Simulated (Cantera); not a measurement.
Cantera run:

```python
import numpy as np
import cantera as ct

gas_names = """
    H HNO HNO2 HNO3 HO2 H2 H2O H2O2 N NH NH2 NH3 NH2OH NO NO2 NO3 N2 N2H2 N2H4 N2O O OH O2 O3 Pb PbO Pb2
""".split()
cond_names = """
    H2O(s) H2O(L) Pb(cr) Pb(L) PbO(rd) PbO(yw) PbO(L) PbO2(s) Pb3O4(s)
""".split()


def load(file, names, dense=False):
    # The tables refer to 1 bar. Condensed volumes are neglected.
    table = {s.name: s for s in ct.Species.list_from_file(file)}
    out = []
    for n in names:
        d = dict(table[n].input_data)
        d["thermo"] = dict(d["thermo"], **{"reference-pressure": 1e5})
        if dense:
            d["equation-of-state"] = {"model": "constant-volume", "density": "1e6 g/cm^3"}
        out.append(ct.Species.from_dict(d))
    return out


gas = ct.Solution(thermo="ideal-gas", species=load("nasa_gas.yaml", gas_names))
cond = {s.name: ct.Solution(thermo="fixed-stoichiometry", species=[s], name=s.name)
        for s in load("nasa_condensed.yaml", cond_names, dense=True)}
atoms = {
    'PbO': {'Pb': 1, 'O': 1},
    'H2': {'H': 2},
    'N2': {'N': 2},
}
top_T = {'Pb3O4(s)': 820}  # K; cautious upper limits of use, not melting points


def equilibrate(T, P, feed):
    n = {}
    for name, mol in feed.items():
        for a, k in atoms[name].items():
            n[a] = n.get(a, 0.0) + k * mol
    gas.TPX = T, P, n
    mass = sum(n.values()) * gas.mean_molecular_weight
    gas.equilibrate("TP")
    valid = [c for c in cond.values() if c.min_temp <= T <= top_T.get(c.name, c.max_temp)]
    mix = ct.Mixture([(gas, mass / gas.mean_molecular_weight)] + [(c, 0.0) for c in valid])
    mix.T, mix.P = T, P
    mix.equilibrate("TP", solver="vcs", rtol=1e-11, max_steps=5000)
    return mix


results = []
feed = {'PbO': 1, 'H2': 17, 'N2': 63}  # mol
P = 18  # Pa
for T in [948, 1148, 1348, 1548, 1748, 1948, 2148]:
    mix = equilibrate(T, P, feed)
    results.append((T, P, feed, dict(zip(mix.species_names, mix.species_moles))))

top = {s: max(r[3][s] / sum(r[3][g] for g in gas_names) for r in results) for s in gas_names}
cols = sorted((s for s in top if top[s] > 0.0001), key=lambda s: -top[s])[:8]
seen = [c for c in cond_names if any(r[3].get(c, 0) > 1e-12 for r in results)]
print("log10 of partial pressures in bar; condensed amounts in mol")
print(f"{'T/K':>10s}" + "".join(f"{s[:9]:>10s}" for s in cols + seen))
for T, P, feed, n in results:
    ng = sum(n[g] for g in gas_names)
    print(f"{T:10.4g}" + "".join(f"{np.log10(max(n[s] / ng * P / 1e5, 1e-99)):10.3f}" for s in cols)
          + "".join(f"{n.get(c, 0):10.4g}" for c in seen))
```

Output:

```
log10 of partial pressures in bar; condensed amounts in mol
       T/K        N2        H2         H       H2O        Pb        OH         O        NO
       948    -3.854    -4.449   -11.505    -5.653    -5.653   -15.548   -22.499   -18.275
      1148    -3.854    -4.449    -9.369    -5.653    -5.653   -12.797   -17.691   -15.016
      1348    -3.854    -4.449    -7.860    -5.653    -5.653   -10.857   -14.298   -12.716
      1548    -3.854    -4.450    -6.737    -5.654    -5.653    -9.416   -11.773   -11.006
      1748    -3.856    -4.459    -5.871    -5.656    -5.655    -8.302    -9.817    -9.680
      1948    -3.862    -4.498    -5.196    -5.671    -5.661    -7.412    -8.240    -8.607
      2148    -3.880    -4.627    -4.693    -5.756    -5.679    -6.713    -6.931    -7.717
```

These are equilibrium values from Cantera (NASA tables, ideal gas, pure condensed phases), not measurements of a reactor.
